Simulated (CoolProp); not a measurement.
Vapour-liquid equilibrium of C2F6 (R116) (1) + R22 (2) at 264.2 K; x and y are mole fractions of (1).

The numbers come from the multi-fluid Helmholtz-energy mixture model, Lemmon 2006 and Kamei 1995; pair parameters Bell 2016 in CoolProp.

### Question
Give the bubble pressure and the first vapour's composition at x = 0.05, 0.45, 0.55. Is there an azeotrope?

### Answer
x = 0.05: 566.5 kPa, y = 0.351; x = 0.45: 1170 kPa, y = 0.725; x = 0.55: 1232 kPa, y = 0.755. No azeotrope shows between x = 0.05 and 0.95.

Pair parameters are fitted to limited data, so mixtures are less certain than the pure fluids. With so large a gap from Raoult's law the liquid may split in two, which this calculation doesn't test in full.
